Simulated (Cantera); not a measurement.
Input (Python, Cantera):

```python
import numpy as np
import cantera as ct

gas = ct.Solution("gri30.yaml")
gas.TPX = 375, 13332, {'CO': 1, 'H2': 0.46, 'O2': 0.562, 'N2': 2.11}
flame = ct.FreeFlame(gas, width=0.16)
flame.set_refine_criteria(ratio=3, slope=0.08, curve=0.16)
flame.transport_model = "mixture-averaged"
flame.solve(loglevel=0, auto=True)
z, T = flame.grid, flame.T
thick = (T[-1] - T[0]) / np.gradient(T, z).max()
show = ['CO', 'H2', 'O2', 'H2O', 'HO2', 'OH']
print(f"laminar burning velocity  {flame.velocity[0] * 100:.3f} cm/s")
print(f"burnt temperature         {T[-1]:.1f} K")
print(f"thermal thickness         {thick * 1e3:.4f} mm")
print(f"grid points               {len(z)}")
z0 = z[flame.heat_release_rate.argmax()]
print(f"{'z/mm':>9s}{'T/K':>9s}{'u/(m/s)':>9s}" + "".join(f"{s:>11s}" for s in show))
rows = []
for k in (-3, -2, -1.5, -1, -0.5, -0.25, 0, 0.25, 0.5, 1, 2, 4, 8):
    zz = z0 + k * thick
    rows.append([k * thick, np.interp(zz, z, T), np.interp(zz, z, flame.velocity),
                 *(np.interp(zz, z, flame.X[gas.species_index(s)]) for s in show)])
    print(f"{rows[-1][0] * 1e3:9.3f}{rows[-1][1]:9.1f}{rows[-1][2]:9.3f}" + "".join(f"{x:11.3e}" for x in rows[-1][3:]))
```

It prints:

```
laminar burning velocity  170.092 cm/s
burnt temperature         2341.6 K
thermal thickness         7.2747 mm
grid points               162
     z/mm      T/K  u/(m/s)         CO         H2         O2        H2O        HO2         OH
  -21.824    375.0    1.701  2.420e-01  1.113e-01  1.360e-01  2.504e-16  2.670e-16  1.729e-20
  -14.549    375.0    1.701  2.420e-01  1.113e-01  1.360e-01  1.056e-13  1.194e-13  6.969e-18
  -10.912    375.0    1.701  2.420e-01  1.113e-01  1.360e-01  1.681e-12  2.101e-12  1.058e-16
   -7.275    375.0    1.701  2.420e-01  1.113e-01  1.360e-01  3.227e-10  5.401e-10  1.377e-14
   -3.637    375.5    1.702  2.421e-01  1.108e-01  1.361e-01  3.924e-06  8.202e-06  2.129e-08
   -1.819    520.0    2.336  2.383e-01  1.014e-01  1.324e-01  4.049e-03  6.819e-05  2.813e-04
    0.000    996.1    4.395  2.129e-01  5.028e-02  9.967e-02  4.238e-02  1.329e-05  1.267e-03
    1.819   1323.2    5.726  1.559e-01  1.628e-02  4.645e-02  7.435e-02  4.049e-06  4.028e-03
    3.637   1467.5    6.247  1.245e-01  1.711e-02  3.186e-02  7.023e-02  2.212e-06  5.622e-03
    7.275   1600.6    6.729  1.151e-01  1.884e-02  2.668e-02  7.188e-02  1.548e-06  7.197e-03
   14.549   1735.1    7.224  1.185e-01  1.852e-02  2.491e-02  7.997e-02  1.236e-06  8.581e-03
   29.099   1877.8    7.735  1.191e-01  1.732e-02  2.223e-02  8.823e-02  9.325e-07  9.534e-03
   58.197   2017.4    8.220  1.161e-01  1.561e-02  1.854e-02  9.570e-02  6.733e-07  9.743e-03
```

Cantera simulation using GRI-Mech 3.0 (53 species, 325 reactions); the numbers are that mechanism's predictions, not measurements. Burning velocities carry a grid error of a few per cent, more on coarse grids.
